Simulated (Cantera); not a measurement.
Charge: 1 mol CH2F2, 0.11 mol CH4, equilibrated at 2323 K and 0.00490 bar.

These are equilibrium values from Cantera (NASA tables, ideal gas, pure condensed phases), not measurements of a reactor. Candidate condensed phases: C, C6H6, C7H8, C8H18; 95 gas species. The numbers say what is thermodynamically allowed, not how fast it happens.

Base state: HF 0.881, H2 0.0755, H 0.0428, F 0.000635, C2H2 (acetylene) 0.000366, CF 1.15e-5 (mole fractions); condensed: C(graphite).

### Question
What changes in the equilibrium state with this change: temperature from 2323 K to 725 K?

### Answer
```json
[
 {"species": "HF", "before": "0.881", "after": "0.901"},
 {"species": "H2", "before": "0.0755", "after": "0.0986"},
 {"species": "CH4", "before": "5.72e-9", "after": "0.000245"},
 {"species": "H", "before": "0.0428", "after": "<1e-9"},
 {"species": "F", "before": "0.000635", "after": "<1e-9"},
 {"species": "C2H2 (acetylene)", "before": "0.000366", "after": "<1e-9"},
 {"species": "CF", "before": "1.15e-5", "after": "<1e-9"},
 {"species": "C(graphite), mol", "before": "1.11", "after": "1.11"}
]
```
